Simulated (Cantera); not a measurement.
Charge: 1 mol CO, 7.7 mol H₂, 25 mol N₂, equilibrated at 1675 °C and 0.360 bar.

These are equilibrium values from Cantera (NASA tables, ideal gas, pure condensed phases), not measurements of a reactor. Candidate condensed phases: C, C₆H₆, C₇H₈, C₈H₁₈, H₂O; 136 gas species. The numbers say what is thermodynamically allowed, not how fast it happens.

Base state: N₂ 0.742, H₂ 0.228, CO 0.0296, H 0.000900, H₂O 4.21e-5, HCN 4.11e-5 (mole fractions); condensed: gas only.

### Question
What changes in the equilibrium state with this change: CO replaced by C₃H₈?

### Answer
```csv
species,before,after
N₂,0.742,0.678
H₂,0.228,0.315
HCN,4.11e-5,0.00553
CO,0.0296,0
H₂O,4.21e-5,0
C₂H₂ (acetylene),8.61e-9,0.000170
CH₄,7.65e-8,1.75e-5
HNC,2.12e-6,0.000285
"C(graphite), mol",0,2.77
```
